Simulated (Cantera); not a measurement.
A Cantera script and its output.

```python
import numpy as np
import cantera as ct

gas = ct.Solution("h2o2.yaml")
gas.TPX = 1375, 330, {'H2': 0.15, 'O2': 1, 'N2': 0.93}
reactor = ct.IdealGasConstPressureReactor(gas, energy="off", clone=False)
net = ct.ReactorNet([reactor])
net.rtol, net.atol = 1e-08, 1e-18
show = ['H2', 'O2', 'H2O2', 'H', 'H2O', 'OH', 'O']
times = np.geomspace(0.0001, 100, 9)

steps = ct.SolutionArray(gas, extra=["t"])
rows = []
print(f"{'t/s':>10s}{'T/K':>9s}{'P/Pa':>11s}" + "".join(f"{s:>11s}" for s in show))
for t in times:
    while net.time < t:
        t_next = net.step()
        steps.append(gas.state, t=t_next)
    rows.append([np.interp(t, steps.t, y) for y in (steps.T, steps.P, *steps(*show).X.T)])
    print(f"{t:10.3e}{rows[-1][0]:9.1f}{rows[-1][1]:11.4g}" + "".join(f"{x:11.3e}" for x in rows[-1][2:]))
rate = np.gradient(steps.T, steps.t)
print("integrator steps:", len(steps.t))
if steps.T.max() > steps.T[0] + 200:
    print(f"time of steepest temperature rise: {steps.t[rate.argmax()]:.4e} s")
gas.TPX = 1375, 330, {'H2': 0.15, 'O2': 1, 'N2': 0.93}
gas.equilibrate("TP")
print(f"equilibrium (TP): T = {gas.T:.1f} K  " + "  ".join(f"{s} {gas[s].X[0]:.3e}" for s in show))
```

Output:

```
       t/s      T/K       P/Pa         H2         O2       H2O2          H        H2O         OH          O
 1.000e-04   1375.0        330  7.212e-02  4.808e-01  3.908e-12  1.166e-08  7.479e-10  2.989e-09  3.194e-09
 5.623e-04   1375.0        330  7.212e-02  4.808e-01  1.199e-10  8.779e-08  8.724e-08  6.389e-08  7.891e-08
 3.162e-03   1375.0        330  7.164e-02  4.805e-01  3.061e-09  1.582e-04  3.281e-04  1.322e-04  1.701e-04
 1.778e-02   1375.0        330  2.601e-03  4.287e-01  1.731e-08  1.678e-02  5.779e-02  6.729e-03  4.005e-02
 1.000e-01   1375.0        330  2.458e-03  4.309e-01  1.745e-08  1.513e-02  5.905e-02  6.558e-03  3.724e-02
 5.623e-01   1375.0        330  1.767e-03  4.406e-01  1.745e-08  8.559e-03  6.436e-02  5.622e-03  2.512e-02
 3.162e+00   1375.0        330  3.679e-04  4.569e-01  1.117e-08  7.350e-04  7.249e-02  2.611e-03  4.816e-03
 1.778e+01   1375.0        330  1.829e-05  4.610e-01  2.374e-09  7.971e-06  7.448e-02  5.850e-04  2.353e-04
 1.000e+02   1375.0        330  1.337e-06  4.613e-01  4.246e-10  1.572e-07  7.473e-02  1.583e-04  1.716e-05
integrator steps: 1607
equilibrium (TP): T = 1375.0 K  H2 5.899e-07  O2 4.613e-01  H2O2 2.756e-10  H 4.612e-08  H2O 7.476e-02  OH 1.052e-04  O 7.575e-06
```

Computed with Cantera and the H2/O2 subset of GRI-Mech 3.0, which has no nitrogen chemistry. Radical loss at walls, strong at low pressure, is not modelled. The temperature is held fixed by assumption; the heat of reaction is taken as removed at once.
